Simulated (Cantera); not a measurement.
## Diamond growth

A diamond (100) surface in a fixed gas of H2 with x(CH4) = 0.004, x(H) = 0.013, x(CH3) = 2.8e-05, 0.0180 bar; coverages are run to steady state.

Detailed kinetics in Cantera: the Harris–Goodwin 1993 mechanism for the reconstructed diamond (100) surface.

```
T (K)  growth (µm/h)  θ c6HH  θ c6H*  θ c6*H   θ c6**    θ c6HM
-----  -------------  ------  ------  ------  -------  --------
900            0.158   0.690  0.0105   0.292  0.00439   0.00182
975            0.233   0.619  0.0162   0.355  0.00814   0.00128
1050           0.294   0.552  0.0230   0.410   0.0136  0.000848
1125           0.270   0.492  0.0305   0.456   0.0211  0.000435
1200           0.172   0.439  0.0385   0.492   0.0305  0.000146
1275           0.115   0.393  0.0466   0.519   0.0417   3.80e-5
1350           0.107   0.353  0.0546   0.537   0.0545   9.44e-6
```
θ: site fractions in the mechanism's names (c6HH fully hydrogenated, c6H* and c6*H radical sites, c6** diradical, c6HM methylated).
